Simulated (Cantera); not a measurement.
Feed: 1 mol toluene, a varied amount of H2O, 1.3 mol H2, held at 700 K and 58500 Torr.

Equilibrium computed with Cantera from the NASA thermochemical tables; the gas is ideal and each condensed phase is pure. Candidate condensed phases: C, C6H6, C7H8, C8H18, H2O; 110 gas species. The ideal-gas law is rough above about 30 bar. The numbers say what is thermodynamically allowed, not how fast it happens.

x: gas mole fraction; n: condensed amount in mol.

```json
[
 {"n(H2O) (mol)": "0.062", "x CH4": "0.940", "x H2O": "0.0222", "x H2": "0.0376", "x CO2": "9.82e-5", "x CO": "1.77e-5", "x C2H6": "0.000102", "n C(graphite)": "4.40"},
 {"n(H2O) (mol)": "0.23", "x CH4": "0.886", "x H2O": "0.0759", "x H2": "0.0365", "x CO2": "0.00122", "x CO": "6.22e-5", "x C2H6": "9.34e-5", "n C(graphite)": "4.40"},
 {"n(H2O) (mol)": "0.4", "x CH4": "0.839", "x H2O": "0.122", "x H2": "0.0356", "x CO2": "0.00332", "x CO": "0.000103", "x C2H6": "8.60e-5", "n C(graphite)": "4.38"},
 {"n(H2O) (mol)": "0.56", "x CH4": "0.800", "x H2O": "?", "x H2": "0.0347", "x CO2": "?", "x CO": "?", "x C2H6": "8.01e-5", "n C(graphite)": "4.37"},
 {"n(H2O) (mol)": "0.73", "x CH4": "0.763", "x H2O": "0.194", "x H2": "0.0339", "x CO2": "0.00920", "x CO": "0.000171", "x C2H6": "7.46e-5", "n C(graphite)": "4.34"},
 {"n(H2O) (mol)": "0.9", "x CH4": "0.730", "x H2O": "0.224", "x H2": "0.0332", "x CO2": "0.0128", "x CO": "0.000202", "x C2H6": "6.99e-5", "n C(graphite)": "4.32"},
 {"n(H2O) (mol)": "1.1", "x CH4": "0.696", "x H2O": "0.254", "x H2": "0.0324", "x CO2": "0.0173", "x CO": "0.000235", "x C2H6": "6.51e-5", "n C(graphite)": "4.28"},
 {"n(H2O) (mol)": "1.2", "x CH4": "0.681", "x H2O": "0.267", "x H2": "0.0320", "x CO2": "0.0196", "x CO": "0.000250", "x C2H6": "6.29e-5", "n C(graphite)": "4.26"},
 {"n(H2O) (mol)": "1.4", "x CH4": "0.653", "x H2O": "0.291", "x H2": "0.0314", "x CO2": "?", "x CO": "?", "x C2H6": "5.90e-5", "n C(graphite)": "4.21"},
 {"n(H2O) (mol)": "1.6", "x CH4": "0.628", "x H2O": "0.312", "x H2": "0.0308", "x CO2": "0.0291", "x CO": "0.000304", "x C2H6": "5.57e-5", "n C(graphite)": "4.16"},
 {"n(H2O) (mol)": "1.7", "x CH4": "0.616", "x H2O": "0.322", "x H2": "0.0305", "x CO2": "0.0314", "x CO": "0.000316", "x C2H6": "5.42e-5", "n C(graphite)": "4.14"}
]
```

**Question.** Complete the blanks.

**Answer.** 
- 0.56, x H2O: 0.159
- 0.56, x CO2: 0.00594
- 0.56, x CO: 0.000137
- 1.4, x CO2: 0.0243
- 1.4, x CO: 0.000278
